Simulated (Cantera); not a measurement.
Source: NASA polynomial tables (part measured, part estimated), evaluated in Cantera. Values are per mole of reaction as written; species without (g) are pure solids or liquids, kept so even where they would boil at 1 bar.

4 OH(g) + Zr ⇌ 2 H2O(g) + ZrO2(g), with ΔH° = -927.3 kJ and ΔS° = -122.6 J/K at 300 K.

### Question
How far is the shortcut ΔG° ≈ ΔH°(300 K) − T·ΔS°(300 K) from the full temperature-dependent value at 1150, 1200, 1250, 1300, 1350, 1400 K?

### Answer
| T (K) | shortcut (kJ) | full (kJ) | difference (kJ) | difference in log10 K | condensed phases |
|---|---|---|---|---|---|
| 1150 | -786.3 | -770.1 | -16.2 | 0.73 | Zr(β) |
| 1200 | -780.1 | -762.4 | -17.7 | 0.77 | Zr(β) |
| 1250 | -774.0 | -754.6 | -19.4 | 0.81 | Zr(β) |
| 1300 | -767.9 | -746.9 | -21.0 | 0.84 | Zr(β) |
| 1350 | -761.8 | -739.1 | -22.6 | 0.88 | Zr(β) |
| 1400 | -755.6 | -731.3 | -24.3 | 0.91 | Zr(β) |
The shortcut ignores heat capacities and the phase changes listed.
